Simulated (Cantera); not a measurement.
What does this Cantera script print?

```python
import numpy as np
import cantera as ct

surf = ct.Interface("ptcombust.yaml", "Pt_surf")
gas = surf.adjacent["gas"]
gas.TPX = 875, 500000, {'CO': 0.003, 'O2': 0.076, 'N2': 0.79}
surf.TP = 875, 500000
reactor = ct.FlowReactor(gas, clone=False)
reactor.area = 0.0001  # m2
reactor.surface_area_to_volume_ratio = 1800  # 1/m
reactor.mass_flow_rate = 1.9 * reactor.area * gas.density  # inlet velocity 1.9 m/s
reactor.energy_enabled = False
wall = ct.ReactorSurface(surf, reactor, clone=False)
net = ct.ReactorNet([reactor])
net.rtol, net.atol = 1e-8, 1e-16
show, cover = ['CO', 'O2', 'H2O', 'CO2'], ['PT(S)', 'H(S)', 'O(S)', 'OH(S)', 'CO(S)', 'C(S)']

rows = []
print(f"{'z/m':>9s}{'u/(m/s)':>9s}" + "".join(f"{s:>13s}" for s in show + cover))
for z in [0.00025, 0.00049, 0.00094, 0.0018, 0.0035, 0.0068, 0.013, 0.025]:
    net.advance(z)
    rows.append([reactor.speed, *gas[show].X, *surf[cover].coverages])
    print(f"{z:9.4g}{rows[-1][0]:9.3g}" + "".join(f"{x:13.4e}" for x in rows[-1][1:]))
```

Output:

```
      z/m  u/(m/s)           CO           O2          H2O          CO2        PT(S)         H(S)         O(S)        OH(S)        CO(S)         C(S)
  0.00025      1.9   2.4015e-03   8.6977e-02  -9.8139e-29   1.0525e-03   6.2537e-02   7.8733e-23   9.3591e-01   3.0745e-18   1.5546e-03   1.6339e-15
  0.00049      1.9   1.8365e-03   8.6718e-02  -3.3960e-28   1.6185e-03   5.7676e-02   4.0276e-24   9.4132e-01   3.4096e-19   1.0058e-03   9.6931e-16
  0.00094      1.9   1.1951e-03   8.6425e-02  -2.4625e-30   2.2610e-03   5.3444e-02   1.7102e-24   9.4600e-01   1.3638e-19   5.5938e-04   4.9706e-16
   0.0018      1.9   5.8441e-04   8.6146e-02   7.8708e-29   2.8728e-03   5.0244e-02  -1.2995e-24   9.4951e-01   1.9883e-20   2.4092e-04   2.0052e-16
   0.0035      1.9   1.6222e-04   8.5953e-02  -2.2747e-29   3.2957e-03   4.8369e-02   1.0890e-25   9.5157e-01   1.2167e-20   6.1850e-05   4.9450e-17
   0.0068      1.9   1.5077e-05   8.5886e-02  -6.9820e-30   3.4431e-03   4.7768e-02   4.4424e-25   9.5223e-01   4.7592e-20   5.6030e-06   4.4209e-18
    0.013      1.9   1.8143e-07   8.5879e-02  -7.6470e-32   3.4580e-03   4.7709e-02   1.0385e-25   9.5229e-01   1.0912e-20   6.7248e-08   5.2991e-20
    0.025      1.9   3.5104e-11   8.5879e-02   2.6539e-32   3.4582e-03   4.7708e-02   4.7799e-25   9.5229e-01   5.1045e-20   1.3011e-11   1.0253e-23
```

Model: Deutschmann's 1995 Pt surface mechanism with GRI-Mech 3.0 gas chemistry, integrated in Cantera. Catalytic surfaces can have several steady states; this one follows from the mechanism file's or the stated starting coverage. Mass transfer to the wall is taken as infinitely fast.
